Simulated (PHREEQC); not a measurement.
Model water analysis in mg/L, 85 °C, pH 6.57, pe 13:

```csv
constituent,mg/L
Na,260
K,110
Ca,107
Mg,251
Cl,183
S(6) as SO4,1030
Alkalinity as HCO3,794
Ba,0.581
Cu(2),6.84
N(5) as NO3,1.08
O(0) (dissolved oxygen),1.84
```

Valence states are taken as typed.

All values are PHREEQC results (ion-association model, wateq4f.dat), not measurements.

Precipitation was switched off in this run.

Question: Predict the ionic strength, charge-balance error.

Answer: ionic strength 0.0403 mol/kgw; charge-balance error 1.2 %.

Question: In which forms is Ba present?

Answer: Ba+2 54 %, BaSO4 28 %, BaHCO3+ 18 % of the Ba.

Saturation is exceeded, for instance for Malachite, Cu(OH)2; the values hold only as long as no solid forms. Away from 25 °C the constants follow the database's enthalpies or fits; those with neither stay at their 25 °C values.
